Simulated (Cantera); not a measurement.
Equilibrium for silicon epitaxy and polysilicon growth: SiHCl₃ + H₂

A closed system holds: 1 mol SiHCl₃, a varied amount of H₂, at 998.15 K and 140 Pa.

Method: chemical equilibrium by Gibbs-energy minimisation in Cantera with the NASA 1993 tables (ideal gas, pure condensed phases). Candidate condensed phases: Si; 19 gas species. The tables' values for SiCl₃ are old estimates; treat these amounts as uncertain. Equilibrium is a limit: real reactors are often held back by kinetics, nucleation or transport.

From 3 mol H₂ to 39 mol H₂ the condensed part is Si(s). The main Si-bearing gas is SiCl₄ throughout. The share of Si in condensed phases is highest at 39 mol H₂ (51.2 %) and lowest at 3 mol H₂ (27.6 %).

```csv
n(H₂) (mol),x H₂,x SiCl₄,x HCl,x SiHCl₃,x SiCl₂,x SiCl₃,x SiH₂Cl₂,x SiH₃Cl,n Si(s)
3,0.774,0.140,0.0589,0.0128,0.00760,0.00660,0.000125,3.14e-7,0.276
3.9,0.806,0.113,0.0570,0.0111,0.00682,0.00561,0.000117,3.16e-7,0.285
5,0.834,0.0906,0.0549,0.00956,0.00611,0.00475,0.000109,3.15e-7,0.295
6.5,0.860,0.0705,0.0523,0.00805,0.00539,0.00394,9.88e-5,3.09e-7,0.308
8.4,0.881,0.0544,0.0496,0.00670,0.00473,0.00324,8.89e-5,3.01e-7,0.323
11,0.900,0.0406,0.0466,0.00545,0.00409,0.00261,7.85e-5,2.89e-7,0.344
14,0.915,0.0309,0.0439,0.00446,0.00356,0.00212,6.95e-5,2.76e-7,0.366
18,0.928,0.0228,0.0410,0.00358,0.00306,0.00169,6.06e-5,2.62e-7,0.393
23,0.938,0.0166,0.0381,0.00284,0.00262,0.00133,5.23e-5,2.46e-7,0.425
30,0.948,0.0115,0.0349,0.00217,0.00218,0.00101,4.41e-5,2.28e-7,0.465
39,0.956,0.00781,0.0318,0.00163,0.00179,0.000756,3.66e-5,2.09e-7,0.512
```
x: gas mole fraction; n: condensed amount in mol.
